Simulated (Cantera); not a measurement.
Cantera run:

```python
import numpy as np
import cantera as ct

gas_names = """
    N NO NO2 NO3 N2 N2O O O2 O3 Si SiN SiO SiO2 Si2 Si2N Si3
""".split()
cond_names = """
    Si(cr) Si(L) SiO2(Lqz) SiO2(hqz) SiO2(L) Si2N2O(s) Si3N4(a)
""".split()


def load(file, names, dense=False):
    # The tables refer to 1 bar. Condensed volumes are neglected.
    table = {s.name: s for s in ct.Species.list_from_file(file)}
    out = []
    for n in names:
        d = dict(table[n].input_data)
        d["thermo"] = dict(d["thermo"], **{"reference-pressure": 1e5})
        if dense:
            d["equation-of-state"] = {"model": "constant-volume", "density": "1e6 g/cm^3"}
        out.append(ct.Species.from_dict(d))
    return out


gas = ct.Solution(thermo="ideal-gas", species=load("nasa_gas.yaml", gas_names))
cond = {s.name: ct.Solution(thermo="fixed-stoichiometry", species=[s], name=s.name)
        for s in load("nasa_condensed.yaml", cond_names, dense=True)}
atoms = {
    'Si3N4': {'Si': 3, 'N': 4},
    'O2': {'O': 2},
    'N2': {'N': 2},
}
top_T = {'Si2N2O(s)': 2100, 'Si3N4(a)': 2400}  # K; cautious upper limits of use, not melting points


def equilibrate(T, P, feed):
    n = {}
    for name, mol in feed.items():
        for a, k in atoms[name].items():
            n[a] = n.get(a, 0.0) + k * mol
    gas.TPX = T, P, n
    mass = sum(n.values()) * gas.mean_molecular_weight
    gas.equilibrate("TP")
    valid = [c for c in cond.values() if c.min_temp <= T <= top_T.get(c.name, c.max_temp)]
    mix = ct.Mixture([(gas, mass / gas.mean_molecular_weight)] + [(c, 0.0) for c in valid])
    mix.T, mix.P = T, P
    mix.equilibrate("TP", solver="vcs", rtol=1e-11, max_steps=5000)
    return mix


results = []
feed = {'Si3N4': 1, 'O2': 1.2, 'N2': 8.3}  # mol
T = 1398  # K
for P in [0.1, 1.5, 22, 320, 4600, 68000, 1000000]:
    mix = equilibrate(T, P, feed)
    results.append((T, P, feed, dict(zip(mix.species_names, mix.species_moles))))

top = {s: max(r[3][s] / sum(r[3][g] for g in gas_names) for r in results) for s in gas_names}
cols = sorted((s for s in top if top[s] > 1e-05), key=lambda s: -top[s])[:8]
seen = [c for c in cond_names if any(r[3].get(c, 0) > 1e-12 for r in results)]
print("log10 of partial pressures in bar; condensed amounts in mol")
print(f"{'P/Pa':>10s}" + "".join(f"{s[:9]:>10s}" for s in cols + seen))
for T, P, feed, n in results:
    ng = sum(n[g] for g in gas_names)
    print(f"{P:10.4g}" + "".join(f"{np.log10(max(n[s] / ng * P / 1e5, 1e-99)):10.3f}" for s in cols)
          + "".join(f"{n.get(c, 0):10.4g}" for c in seen))
```

It prints:

```
log10 of partial pressures in bar; condensed amounts in mol
      P/Pa        N2       SiO        Si    Si(cr) SiO2(hqz) Si2N2O(s)
       0.1    -6.091    -6.724    -9.108      0.59         0         0
       1.5    -4.898    -5.629   -11.062         0         0       0.6
        22    -3.661    -5.709   -12.219         0    0.5727     1.173
       320    -2.495    -6.097   -12.997         0    0.5992     1.199
      4600    -1.337    -6.483   -13.769         0       0.6       1.2
   6.8e+04    -0.167    -6.873   -14.549         0       0.6       1.2
     1e+06     1.000    -7.262   -15.327         0       0.6       1.2
```

Cantera equilibrium calculation (NASA polynomials, part measured and part estimated; ideal gas, pure solids and liquids). Mutual solubility and eutectic melting of coexisting phases are not modelled. The tables hold silica as quartz up to 1696 K and as liquid above; real silica turns to tridymite and cristobalite and melts near 1996 K.
